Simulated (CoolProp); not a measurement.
Vapour-liquid equilibrium of R143a (1) + R1234yf (2) at 0.583 MPa; x and y are mole fractions of (1).

Computed with CoolProp (multi-fluid Helmholtz-energy mixture model, Lemmon and Jacobsen 2000 and Lemmon 2022; pair parameters Bell 2016).

Question: Give the bubble temperature and the first vapour's composition at x = 0.2, 0.65, 0.95. Is there an azeotrope?

Answer: x = 0.2: 286.8 K, y = 0.305; x = 0.65: 277.0 K, y = 0.759; x = 0.95: 272.0 K, y = 0.969. No azeotrope shows between x = 0.05 and 0.95.

The pair parameters rest on a limited set of measurements; away from them the model extrapolates.
